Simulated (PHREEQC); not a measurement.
Dissolve 0.057 mol/kgw TMAH, 3.9e-05 mol/kgw K2SiO3 and 0.0009 mol/kgw (CH3)4NCl at 25 °C. Closed to the air; pH follows from the charge balance.

Model: ion-association model, phreeqc.dat, run in PHREEQC.

Precipitation was switched off in this run.

Question: Estimate the pH.

Answer: pH 12.65.

Question: In which forms is Si present?

Answer: H3SiO4- 65 %, H2SiO4-2 35 % of the Si.

(CH3)4N+ isn't in the database: it is added as a free cation with an ion size of 4 Å.
